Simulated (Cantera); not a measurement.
A perfectly stirred reactor is fed with C2H6 : N2 = 1 : 2.2 (molar parts), at 0.390 bar; it is held at 1598 K, and followed from long to short residence time.

Computed with Cantera and GRI-Mech 3.0 (53 species, 325 reactions). GRI-Mech 3.0 stops at C3 and has no aromatics, soot or wall deposition, so with more carbon than oxygen in the feed, carbon stays in small species such as C2H2 where larger ones or solid carbon would form.

Question: What does this change do: pressure from 0.390 bar to 0.0267 bar?

Answer: 
| quantity | before | after |
|---|---|---|
| x(C2H6) at τ = 3.60 s | 2.30e-5 | 5.08e-5 |
| x(HCN) at τ = 3.60 s | 2.19e-7 | 3.44e-6 |
| x(H) at τ = 3.60 s | 5.87e-5 | 0.000369 |
| x(H2) at τ = 3.60 s | 0.350 | 0.358 |
| x(C2H4) at τ = 3.60 s | 0.00293 | 0.000551 |
| x(C2H6) at τ = 0.100 s | 0.000454 | 0.00135 |
| x(HCN) at τ = 0.100 s | 1.17e-7 | 1.01e-6 |
| x(H) at τ = 0.100 s | 0.000109 | 0.000537 |
| x(H2) at τ = 0.100 s | 0.314 | 0.298 |
| x(C2H4) at τ = 0.100 s | 0.00526 | 0.00729 |
Radical loss at walls, strong at low pressure, is not modelled.

Question: What does this change do: temperature 1598 to 1350 K?

Answer: 
```json
[
 {"quantity": "x(C2H6) at τ = 3.60 s", "before": "2.30e-5", "after": "0.000507"},
 {"quantity": "x(HCN) at τ = 3.60 s", "before": "2.19e-7", "after": "4.04e-10"},
 {"quantity": "x(H) at τ = 3.60 s", "before": "5.87e-5", "after": "6.84e-6"},
 {"quantity": "x(H2) at τ = 3.60 s", "before": "0.350", "after": "0.289"},
 {"quantity": "x(C2H4) at τ = 3.60 s", "before": "0.00293", "after": "0.0291"},
 {"quantity": "x(C2H6) at τ = 0.100 s", "before": "0.000454", "after": "0.00560"},
 {"quantity": "x(HCN) at τ = 0.100 s", "before": "1.17e-7", "after": "3.55e-10"},
 {"quantity": "x(H) at τ = 0.100 s", "before": "0.000109", "after": "1.96e-5"},
 {"quantity": "x(H2) at τ = 0.100 s", "before": "0.314", "after": "0.269"},
 {"quantity": "x(C2H4) at τ = 0.100 s", "before": "0.00526", "after": "0.0624"}
]
```
